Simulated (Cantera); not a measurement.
An isothermal, constant-pressure homogeneous reactor starts with NO : N₂ = 1 : 17 (molar parts), at 2075 K and 0.217 atm. Integrator tolerance rtol = 1e-08.

Computed with Cantera and GRI-Mech 3.0 (53 species, 325 reactions).

### Question
What does this change do: temperature 2075 to 1400 K?

### Answer
```json
[
 {"quantity": "x(NO) at 5.00 s", "before": "0.0160 (gas-phase equilibrium 0.00364)", "after": "0.0555 (gas-phase equilibrium 0.000293)"},
 {"quantity": "x(N₂) at 5.00 s", "before": "0.964 (gas-phase equilibrium 0.970)", "after": "0.944 (gas-phase equilibrium 0.972)"},
 {"quantity": "x(N₂O) at 5.00 s", "before": "2.02e-7 (gas-phase equilibrium 1.06e-7)", "after": "9.13e-7 (gas-phase equilibrium 9.70e-9)"},
 {"quantity": "x(NO₂) at 5.00 s", "before": "3.51e-6 (gas-phase equilibrium 9.13e-7)", "after": "6.04e-6 (gas-phase equilibrium 3.70e-7)"},
 {"quantity": "x(O) at 5.00 s", "before": "0.000353 (gas-phase equilibrium 0.000401)", "after": "3.13e-8 (gas-phase equilibrium 3.38e-7)"},
 {"quantity": "x(O₂) at 5.00 s", "before": "0.0196 (gas-phase equilibrium 0.0257)", "after": "4.37e-6 (gas-phase equilibrium 0.0276)"}
]
```

### Question
What does this change do: NO 1 to 0.33 parts?

### Answer
```
quantity                                             before                                      after
----------------  -----------------------------------------  -----------------------------------------
x(NO) at 5.00 s      0.0160 (gas-phase equilibrium 0.00364)     0.0108 (gas-phase equilibrium 0.00210)
x(N₂) at 5.00 s         0.964 (gas-phase equilibrium 0.970)        0.985 (gas-phase equilibrium 0.989)
x(N₂O) at 5.00 s    2.02e-7 (gas-phase equilibrium 1.06e-7)    9.75e-8 (gas-phase equilibrium 6.16e-8)
x(NO₂) at 5.00 s    3.51e-6 (gas-phase equilibrium 9.13e-7)    1.09e-6 (gas-phase equilibrium 2.99e-7)
x(O) at 5.00 s    0.000353 (gas-phase equilibrium 0.000401)  0.000163 (gas-phase equilibrium 0.000229)
x(O₂) at 5.00 s       0.0196 (gas-phase equilibrium 0.0257)    0.00405 (gas-phase equilibrium 0.00836)
```
